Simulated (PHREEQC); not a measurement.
0.24 g of hydrous ferric oxide (600 m²/g; 0.2 weak and 0.005 strong sites per Fe, Dzombak-Morel constants, diffuse double layer) in 1 kg of water with 0.05 mol/kgw of an inert sodium salt and 1.6e-06 mol/kgw H3BO3, at 25 °C; the pH is set by adding NaOH or the inert anion's acid. O2 is buffered at 0.21 atm. No CO2 enters from the air. Precipitation was switched off in this run.

Model: ion-association model, wateq4f.dat, run in PHREEQC.

Problem. Predict surface charge σ (C/m²) at pH = 4.12, 4.88, 6.75, 9.

Solution. 
```csv
pH,surface charge σ (C/m²)
4.12,0.281
4.88,0.194
6.75,0.045
9,-0.026
```

Species that the database lacks are ignored. The oxide is taken as insoluble; below pH 4 it would dissolve.
